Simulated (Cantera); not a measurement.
An isothermal, constant-pressure homogeneous reactor starts with CH4 : H2O = 1 : 0.81 (molar parts), at 1525 K and 9.87 atm. Integrator tolerance rtol = 1e-08.

Model: GRI-Mech 3.0 (53 species, 325 reactions), integrated in Cantera.

### Question
What does this change do: CH4 1 to 2 parts?

### Answer
| quantity | before | after |
|---|---|---|
| x(CH4) at 200 s | 0.0761 (gas-phase equilibrium 0.0549) | 0.232 (gas-phase equilibrium 0.232) |
| x(H2O) at 200 s | 0.0185 (gas-phase equilibrium 0.000489) | 0.000132 (gas-phase equilibrium 4.68e-5) |
| x(CH2CO) at 200 s | 5.68e-7 (gas-phase equilibrium 4.18e-7) | 1.63e-6 (gas-phase equilibrium 1.65e-6) |
| x(CH2O) at 200 s | 6.68e-7 (gas-phase equilibrium 7.29e-7) | 4.48e-7 (gas-phase equilibrium 4.48e-7) |
| x(CH3) at 200 s | 1.41e-5 (gas-phase equilibrium 9.95e-6) | 4.67e-5 (gas-phase equilibrium 4.66e-5) |
| x(O2) at 200 s | <1e-12 (gas-phase equilibrium <1e-12) | <1e-12 (gas-phase equilibrium <1e-12) |
| x(CO) at 200 s | 0.223 (gas-phase equilibrium 0.236) | 0.179 (gas-phase equilibrium 0.179) |
GRI-Mech 3.0 stops at C3 and has no aromatics, soot or wall deposition, so with more carbon than oxygen in the feed, carbon stays in small species such as C2H2 where larger ones or solid carbon would form.

### Question
What does this change do: H2O 0.81 to 1.3 parts?

### Answer
```tsv
quantity	before	after
x(CH4) at 200 s	0.0761 (gas-phase equilibrium 0.0549)	0.0185 (gas-phase equilibrium 0.000402)
x(H2O) at 200 s	0.0185 (gas-phase equilibrium 0.000489)	0.0815 (gas-phase equilibrium 0.0628)
x(CH2CO) at 200 s	5.68e-7 (gas-phase equilibrium 4.18e-7)	1.32e-7 (gas-phase equilibrium 2.93e-9)
x(CH2O) at 200 s	6.68e-7 (gas-phase equilibrium 7.29e-7)	6.39e-7 (gas-phase equilibrium 6.92e-7)
x(CH3) at 200 s	1.41e-5 (gas-phase equilibrium 9.95e-6)	3.43e-6 (gas-phase equilibrium 7.30e-8)
x(O2) at 200 s	<1e-12 (gas-phase equilibrium <1e-12)	<1e-12 (gas-phase equilibrium <1e-12)
x(CO) at 200 s	0.223 (gas-phase equilibrium 0.236)	0.213 (gas-phase equilibrium 0.225)
```
